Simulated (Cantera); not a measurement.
Input: 1 mol SiH2Cl2, 0.0059 mol C2H4, 1100 mol H2, 0.01 mol C3H8, equilibrated at 0.00600 bar.

Equilibrium computed with Cantera from the NASA thermochemical tables; the gas is ideal and each condensed phase is pure. Candidate condensed phases: C, C6H6, C7H8, C8H18, Si, SiC; 109 gas species. Mutual solubility and eutectic melting of coexisting phases are not modelled. Gases not in the tables: Si2H6 and higher silanes. Equilibrium is a limit: real reactors are often held back by kinetics, nucleation or transport.

Question: Which condensed phases are stable at each of these points (T (K)): 1323, 1423, 1523, 1623, 1723, 1823, 1923, 2023, 2123, 2223, 2323?

Answer: 
```json
[
 {"T (K)": "1323", "condensed phases": "Si(s) + SiC(s)", "Si condensed (%)": "99.0"},
 {"T (K)": "1423", "condensed phases": "Si(s) + SiC(s)", "Si condensed (%)": "98.8"},
 {"T (K)": "1523", "condensed phases": "Si(s) + SiC(s)", "Si condensed (%)": "98.2"},
 {"T (K)": "1623", "condensed phases": "Si(s) + SiC(s)", "Si condensed (%)": "94.6"},
 {"T (K)": "1723", "condensed phases": "Si(l) + SiC(s)", "Si condensed (%)": "76.0"},
 {"T (K)": "1823", "condensed phases": "SiC(s)", "Si condensed (%)": "3.2"},
 {"T (K)": "1923", "condensed phases": "SiC(s)", "Si condensed (%)": "0.2"},
 {"T (K)": "2023", "condensed phases": "gas only", "Si condensed (%)": "0.0"},
 {"T (K)": "2123", "condensed phases": "gas only", "Si condensed (%)": "0.0"},
 {"T (K)": "2223", "condensed phases": "gas only", "Si condensed (%)": "0.0"},
 {"T (K)": "2323", "condensed phases": "gas only", "Si condensed (%)": "0.0"}
]
```

From 1323 K to 1623 K the condensed part is Si(s) + SiC(s). At 1723 K the condensed part is Si(l) + SiC(s). From 1823 K to 1923 K the condensed part is SiC(s). From 2023 K to 2323 K nothing is condensed.
